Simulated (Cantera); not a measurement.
An adiabatic, constant-volume homogeneous reactor starts with H2 : O2 : N2 : H2O = 1 : 0.208 : 0.783 : 0.27 (molar parts), equivalence ratio 2.4, at 1150 K and 19500 Torr.

Cantera simulation using the H2/O2 subset of GRI-Mech 3.0, which has no nitrogen chemistry; the numbers are that mechanism's predictions, not measurements. The hydrogen kinetics of GRI-Mech 3.0 are dated; newer H2 mechanisms differ, most at raised pressure. The pressure lies above the range GRI-Mech 3.0 was tuned for (to about 10 atm).

x: mole fraction; the columns are a selection and need not sum to one.

| t (s) | T (K) | P (bar) | x H2 | x O2 | x H2O | x H | x OH | x O |
|---|---|---|---|---|---|---|---|---|
| 2.00e-6 | 1150 | 26.0 | 0.442 | 0.0920 | 0.119 | 4.83e-10 | 1.60e-11 | 2.94e-11 |
| 5.07e-6 | 1150 | 26.0 | 0.442 | 0.0920 | 0.119 | 6.33e-10 | 2.80e-11 | 3.86e-11 |
| 1.28e-5 | 1150 | 26.0 | 0.442 | 0.0920 | 0.119 | 1.15e-9 | 8.96e-11 | 7.01e-11 |
| 3.25e-5 | 1150 | 26.0 | 0.442 | 0.0920 | 0.119 | 3.77e-9 | 4.90e-10 | 2.30e-10 |
| 8.25e-5 | 1150 | 26.0 | 0.442 | 0.0919 | 0.119 | 3.61e-8 | 6.52e-9 | 2.21e-9 |
| 0.000209 | 1185 | 26.7 | 0.439 | 0.0897 | 0.123 | (withheld) | (withheld) | (withheld) |
| 0.000529 | 2672 | 55.0 | 0.282 | 4.28e-6 | 0.332 | 0.00368 | 0.00108 | 8.98e-6 |
| 0.00134 | 2672 | 55.0 | 0.282 | 4.28e-6 | 0.332 | 0.00368 | 0.00108 | 8.98e-6 |
| 0.00340 | 2672 | 55.0 | 0.282 | 4.28e-6 | 0.332 | 0.00368 | 0.00108 | 8.98e-6 |
| 0.00861 | 2672 | 55.0 | 0.282 | 4.28e-6 | 0.332 | 0.00368 | 0.00108 | 8.98e-6 |
| 0.0218 | 2672 | 55.0 | 0.282 | 4.28e-6 | 0.332 | 0.00368 | 0.00108 | 8.98e-6 |
| 0.0553 | 2672 | 55.0 | 0.282 | 4.28e-6 | 0.332 | 0.00368 | 0.00108 | 8.98e-6 |
| 0.140 | 2672 | 55.0 | 0.282 | 4.28e-6 | 0.332 | 0.00368 | 0.00108 | 8.98e-6 |
| 0.355 | 2672 | 55.0 | 0.282 | 4.28e-6 | 0.332 | 0.00368 | 0.00108 | 8.98e-6 |
| 0.900 | 2672 | 55.0 | 0.282 | 4.28e-6 | 0.332 | 0.00368 | 0.00108 | 8.98e-6 |

**Question.** Fill in the missing entries.

**Answer.** 
- 0.000209, x H: 1.58e-6
- 0.000209, x OH: 4.17e-7
- 0.000209, x O: 1.00e-7
